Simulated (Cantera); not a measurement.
A closed system holds: 1 mol MgSO4, 1.7 mol H2O, 0.059 mol H2, at 525 K and 1.33 mbar.

These are equilibrium values from Cantera (NASA tables, ideal gas, pure condensed phases), not measurements of a reactor. Candidate condensed phases: H2O, H2SO4, Mg, MgO, Mg(OH)2, MgS, MgSO4, S; 26 gas species. Rates play no part.

Base state: H2O 0.991, H2S 0.00827, SO2 0.000355, H2 3.86e-5 (mole fractions); condensed: MgO(s) + MgSO4(s).

### Question
What changes in the equilibrium state with this change: MgSO4 replaced by CaCO3?

### Answer
```
species                before   after
-------------------  --------  ------
H2O                     0.991   0.966
H2                    3.86e-5  0.0335
H2S                   0.00827       0
SO2                  0.000355       0
MgO(s), mol            0.0152       0
MgSO4(s), mol           0.985       0
CaCO3(calcite), mol         0   1.000
```
Further candidate phases: C, C6H6, C7H8, C8H18, Ca, CaCO3, CaO, Ca(OH)2.

### Question
What changes in the equilibrium state with this change: H2 from 0.059 to 0.025 mol?

### Answer
| species | before | after |
|---|---|---|
| H2O | 0.991 | 0.996 |
| H2S | 0.00827 | 0.00354 |
| SO2 | 0.000355 | 0.000287 |
| H2 | 3.86e-5 | 3.14e-5 |
| MgO(s), mol | 0.0152 | 0.00661 |
| MgSO4(s), mol | 0.985 | 0.993 |

### Question
What changes in the equilibrium state with this change: H2 from 0.059 to 0.47 mol?

### Answer
| species | before | after |
|---|---|---|
| H2O | 0.991 | 0.945 |
| H2S | 0.00827 | 0.0537 |
| SO2 | 0.000355 | 0.000574 |
| S2 | 8.19e-6 | 0.000145 |
| H2 | 3.86e-5 | 5.95e-5 |
| MgO(s), mol | 0.0152 | 0.119 |
| MgSO4(s), mol | 0.985 | 0.881 |
Gases not in the tables: S3 to S7.
